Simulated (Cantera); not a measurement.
An adiabatic, constant-pressure homogeneous reactor starts with CH4 : O2 : N2 = 1 : 4.65 : 17.5 (molar parts), at 1325 K and 250000 Pa. Integrator tolerance rtol = 1e-08.

Computed with Cantera and GRI-Mech 3.0 (53 species, 325 reactions).

Q: What does this change do: initial temperature 1325 to 1375 K?

A: 
| quantity | before | after |
|---|---|---|
| time of steepest temperature rise | 2.70 ms | 1.53 ms |
| temperature at 3.00 s | 2198 K | 2238 K |
| equilibrium temperature | 2198 K | 2238 K |
| x(CH4) at 3.00 s | <1e-12 (gas-phase equilibrium <1e-12) | <1e-12 (gas-phase equilibrium <1e-12) |
| x(O2) at 3.00 s | 0.109 (gas-phase equilibrium 0.109) | 0.109 (gas-phase equilibrium 0.109) |
| x(NO2) at 3.00 s | 1.29e-5 (gas-phase equilibrium 1.29e-5) | 1.33e-5 (gas-phase equilibrium 1.33e-5) |
| x(C2H) at 3.00 s | <1e-12 (gas-phase equilibrium <1e-12) | <1e-12 (gas-phase equilibrium <1e-12) |
| x(HCN) at 3.00 s | <1e-12 (gas-phase equilibrium <1e-12) | <1e-12 (gas-phase equilibrium <1e-12) |
